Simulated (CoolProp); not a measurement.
Vapour-liquid equilibrium of propane (1) + toluene (2) at 325.3 K; x and y are mole fractions of (1).

Values from CoolProp's multi-fluid Helmholtz-energy mixture model, Lemmon 2009 and Lemmon 2006; pair parameters Bell 2016.

Give the bubble pressure and the first vapour's composition at x = 0.35, 0.8, 0.95. Is there an azeotrope?

x = 0.35: 8.116 bar, y = 0.984; x = 0.8: 14.28 bar, y = 0.993; x = 0.95: 16.79 bar, y = 0.998. No azeotrope shows between x = 0.05 and 0.95.

Pair parameters are fitted to limited data, so mixtures are less certain than the pure fluids. The gap from Raoult's law changes sign with composition, which may be real or a fault of the pair parameters; it wasn't checked against measurements.
